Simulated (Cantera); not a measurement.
Charge: 1 mol SiH₄, a varied amount of H₂, held at 2225 K and 100 Torr.

Method: chemical equilibrium by Gibbs-energy minimisation in Cantera with the NASA 1993 tables (ideal gas, pure condensed phases). Candidate condensed phases: Si; 9 gas species. Gases not in the tables: Si₂H₆ and higher silanes. Equilibrium is a limit: real reactors are often held back by kinetics, nucleation or transport.

Problem. Which condensed phases are stable at each of these points (n(H₂) (mol)): 180, 250, 320, 390, 460, 540, 610, 680, 750, 820, 890?

Solution. 
```tsv
n(H₂) (mol)	condensed phases	Si condensed (%)
180	Si(l)	16.5
250	gas only	0.0
320	gas only	0.0
390	gas only	0.0
460	gas only	0.0
540	gas only	0.0
610	gas only	0.0
680	gas only	0.0
750	gas only	0.0
820	gas only	0.0
890	gas only	0.0
```

At 180 mol H₂ the condensed part is Si(l). From 250 mol H₂ to 890 mol H₂ nothing is condensed.
